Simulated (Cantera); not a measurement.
Input (Python, Cantera) and output of one run.

```python
import numpy as np
import cantera as ct

gas_names = """
    Br Br2 H HBr HO2 H2 H2O H2O2 O OH O2 O3 Si SiBr SiBr2 SiBr3 SiBr4 SiH SiHBr3 SiH2 SiH2Br2 SiH3
    SiH3Br SiH4 SiO SiO2 Si2 Si3
""".split()
cond_names = """
    Br2(cr) Br2(L) H2O(s) H2O(L) Si(cr) Si(L) SiO2(Lqz) SiO2(hqz) SiO2(L)
""".split()


def load(file, names, dense=False):
    # The tables refer to 1 bar. Condensed volumes are neglected.
    table = {s.name: s for s in ct.Species.list_from_file(file)}
    out = []
    for n in names:
        d = dict(table[n].input_data)
        d["thermo"] = dict(d["thermo"], **{"reference-pressure": 1e5})
        if dense:
            d["equation-of-state"] = {"model": "constant-volume", "density": "1e6 g/cm^3"}
        out.append(ct.Species.from_dict(d))
    return out


gas = ct.Solution(thermo="ideal-gas", species=load("nasa_gas.yaml", gas_names))
cond = {s.name: ct.Solution(thermo="fixed-stoichiometry", species=[s], name=s.name)
        for s in load("nasa_condensed.yaml", cond_names, dense=True)}
atoms = {
    'SiO2': {'Si': 1, 'O': 2},
    'HBr': {'H': 1, 'Br': 1},
    'O2': {'O': 2},
}
top_T = {}  # K; cautious upper limits of use, not melting points


def equilibrate(T, P, feed):
    n = {}
    for name, mol in feed.items():
        for a, k in atoms[name].items():
            n[a] = n.get(a, 0.0) + k * mol
    gas.TPX = T, P, n
    mass = sum(n.values()) * gas.mean_molecular_weight
    gas.equilibrate("TP")
    valid = [c for c in cond.values() if c.min_temp <= T <= top_T.get(c.name, c.max_temp)]
    mix = ct.Mixture([(gas, mass / gas.mean_molecular_weight)] + [(c, 0.0) for c in valid])
    mix.T, mix.P = T, P
    mix.equilibrate("TP", solver="vcs", rtol=1e-11, max_steps=5000)
    return mix


results = []
feed = {'SiO2': 1, 'HBr': 12, 'O2': 2.9}  # mol
P = 44000  # Pa
for T in [1598, 1623, 1648, 1673, 1698, 1723, 1748, 1773, 1798, 1823, 1848, 1873]:
    mix = equilibrate(T, P, feed)
    results.append((T, P, feed, dict(zip(mix.species_names, mix.species_moles))))
    x = sorted(zip(gas.X, gas.species_names), reverse=True)
    print(f"T = {T:g} K  P = {P:g} Pa  gas = {mix.phase_moles(0):.4g} mol")
    print("   x: " + "  ".join(f"{s} {v:.3e}" for v, s in x if v > 1e-06))
    print("   condensed (mol): " + ("  ".join(f"{mix.phase(i).name} {mix.phase_moles(i):.4g}"
          for i in range(1, mix.n_phases) if mix.phase_moles(i) > 1e-12) or "none"))
```

Result:

```
T = 1598 K  P = 44000 Pa  gas = 14.81 mol
   x: H2O 3.066e-01  Br 2.940e-01  HBr 1.970e-01  Br2 1.597e-01  O2 4.243e-02  OH 2.512e-04  H2 1.454e-05  O 4.397e-06
   condensed (mol): SiO2(hqz) 1
T = 1623 K  P = 44000 Pa  gas = 15 mol
   x: Br 3.131e-01  H2O 3.000e-01  HBr 1.997e-01  Br2 1.436e-01  O2 4.319e-02  OH 3.015e-04  H2 1.885e-05  O 5.959e-06
   condensed (mol): SiO2(hqz) 1
T = 1648 K  P = 44000 Pa  gas = 15.18 mol
   x: Br 3.314e-01  H2O 2.941e-01  HBr 2.018e-01  Br2 1.286e-01  O2 4.378e-02  OH 3.596e-04  H2 2.432e-05  O 7.987e-06
   condensed (mol): SiO2(hqz) 1
T = 1673 K  P = 44000 Pa  gas = 15.36 mol
   x: Br 3.488e-01  H2O 2.887e-01  HBr 2.033e-01  Br2 1.145e-01  O2 4.423e-02  OH 4.266e-04  H2 3.123e-05  O 1.060e-05
   condensed (mol): SiO2(hqz) 1
T = 1698 K  P = 44000 Pa  gas = 15.53 mol
   x: Br 3.652e-01  H2O 2.839e-01  HBr 2.043e-01  Br2 1.015e-01  O2 4.452e-02  OH 5.035e-04  H2 3.991e-05  O 1.392e-05  H 1.377e-06
   condensed (mol): SiO2(L) 1
T = 1723 K  P = 44000 Pa  gas = 15.69 mol
   x: Br 3.805e-01  H2O 2.796e-01  HBr 2.048e-01  Br2 8.972e-02  O2 4.469e-02  OH 5.914e-04  H2 5.077e-05  O 1.812e-05  H 1.959e-06
   condensed (mol): SiO2(L) 1
T = 1748 K  P = 44000 Pa  gas = 15.84 mol
   x: Br 3.947e-01  H2O 2.759e-01  HBr 2.048e-01  Br2 7.902e-02  O2 4.474e-02  OH 6.914e-04  H2 6.433e-05  O 2.338e-05  H 2.763e-06
   condensed (mol): SiO2(L) 1
T = 1773 K  P = 44000 Pa  gas = 15.98 mol
   x: Br 4.077e-01  H2O 2.728e-01  HBr 2.045e-01  Br2 6.940e-02  O2 4.469e-02  OH 8.048e-04  H2 8.116e-05  O 2.992e-05  H 3.864e-06
   condensed (mol): SiO2(L) 1
T = 1798 K  P = 44000 Pa  gas = 16.1 mol
   x: Br 4.196e-01  H2O 2.701e-01  HBr 2.038e-01  Br2 6.083e-02  O2 4.455e-02  OH 9.331e-04  H2 1.020e-04  O 3.799e-05  H 5.360e-06
   condensed (mol): SiO2(L) 1
T = 1823 K  P = 44000 Pa  gas = 16.22 mol
   x: Br 4.305e-01  H2O 2.678e-01  HBr 2.029e-01  Br2 5.324e-02  O2 4.433e-02  OH 1.077e-03  H2 1.276e-04  O 4.788e-05  H 7.379e-06
   condensed (mol): SiO2(L) 1
T = 1848 K  P = 44000 Pa  gas = 16.32 mol
   x: Br 4.403e-01  H2O 2.659e-01  HBr 2.017e-01  Br2 4.655e-02  O2 4.404e-02  OH 1.240e-03  H2 1.591e-04  O 5.992e-05  H 1.008e-05
   condensed (mol): SiO2(L) 1
T = 1873 K  P = 44000 Pa  gas = 16.42 mol
   x: Br 4.492e-01  H2O 2.644e-01  HBr 2.003e-01  O2 4.370e-02  Br2 4.068e-02  OH 1.421e-03  H2 1.975e-04  O 7.449e-05  H 1.367e-05
   condensed (mol): SiO2(L) 1
```

Equilibrium computed with Cantera from the NASA thermochemical tables; the gas is ideal and each condensed phase is pure. The tables hold silica as quartz up to 1696 K and as liquid above; real silica turns to tridymite and cristobalite and melts near 1996 K. Gases not in the tables: Si(OH)4.
